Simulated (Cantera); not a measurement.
An isothermal plug-flow reactor at 975 K and 0.286 atm (inlet), inlet velocity 0.16 m/s, active area per volume 330 1/m; feed CH4 : O2 : N2 : H2O = 0.0028 : 0.12 : 0.79 : 0.0057 (molar parts), equivalence ratio 0.047.

Cantera simulation using Deutschmann's 1995 Pt surface mechanism with GRI-Mech 3.0 gas chemistry; the numbers are that mechanism's predictions, not measurements. Catalytic surfaces can have several steady states; this one follows from the mechanism file's or the stated starting coverage. Mass transfer to the wall is taken as infinitely fast.

### Question
What does this change do: O2 0.12 to 0.31 parts?

### Answer
| quantity | before | after |
|---|---|---|
| x(CH4) at z = 0.04 m | 1.81e-6 | 2.19e-5 |
| x(O2) at z = 0.04 m | 0.125 | 0.275 |
| x(H2O) at z = 0.04 m | 0.0123 | 0.0101 |
| x(CO2) at z = 0.04 m | 0.00303 | 0.00248 |
| x(CO) at z = 0.04 m | 3.88e-9 | 2.06e-8 |
| θ(free Pt) at the exit | 0.222 | 0.182 |
| θ(O*) at the exit | 0.777 | 0.817 |
| θ(OH*) at the exit | 0.00122 | 0.00103 |
